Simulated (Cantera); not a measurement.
Input: 1 mol Pb, 1.9 mol O₂, 0.83 mol N₂, equilibrated at 375 °C and 75.0 Torr.

Cantera equilibrium calculation (NASA polynomials, part measured and part estimated; ideal gas, pure solids and liquids). Candidate condensed phases: Pb, PbO, PbO₂, Pb₃O₄; 12 gas species. Rates play no part.

Base state: O₂ 0.628, N₂ 0.372 (mole fractions); condensed: PbO(red).

**Question.** What changes in the equilibrium state with this change: Pb replaced by Hg?

**Answer.** 
| species | before | after |
|---|---|---|
| O₂ | 0.628 | 0.509 |
| Hg | 0 | 0.268 |
| N₂ | 0.372 | 0.223 |
| PbO(red), mol | 1.00 | 0 |
Further candidate phases: Hg, HgO.
